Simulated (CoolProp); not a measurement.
Model: reference Helmholtz-energy equation of state, Lemmon 2022, in CoolProp.

**Question.** Give the vapour pressure (bar), liquid density (kg/m³), enthalpy of vaporisation (kJ/kg), surface tension (mN/m) of saturated R1234yf at -12.15, 15.25 °C.

**Answer.** 
```csv
T (°C),p (bar),liquid density (kg/m³),enthalpy of vaporisation (kJ/kg),surface tension (mN/m)
-12.15,2.05,1210,171,11.2
15.25,5.14,1130,153,7.41
```

Surface tension comes from a separate correlation (Mulero 2012).
